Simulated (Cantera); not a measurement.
Charge: 1 mol FeCl3, 0.4 mol H2, 18 mol N2, equilibrated at 1000 Pa.

These are equilibrium values from Cantera (NASA tables, ideal gas, pure condensed phases), not measurements of a reactor. Candidate condensed phases: Fe, FeCl2, FeCl3, NH4Cl; 18 gas species. The numbers say what is thermodynamically allowed, not how fast it happens.

Which condensed phases are stable at each of these points (T (K)): 625, 675, 725, 775, 825, 875, 925, 975, 1025, 1075, 1125, 1175?


| T (K) | condensed phases | Fe condensed (%) |
|---|---|---|
| 625 | FeCl2(s) | 80.5 |
| 675 | FeCl2(s) | 80.1 |
| 725 | FeCl2(s) | 79.1 |
| 775 | FeCl2(s) | 72.0 |
| 825 | FeCl2(s) | 27.9 |
| 875 | gas only | 0.0 |
| 925 | gas only | 0.0 |
| 975 | gas only | 0.0 |
| 1025 | gas only | 0.0 |
| 1075 | gas only | 0.0 |
| 1125 | gas only | 0.0 |
| 1175 | gas only | 0.0 |

From 625 K to 825 K the condensed part is FeCl2(s). From 875 K to 1175 K nothing is condensed.
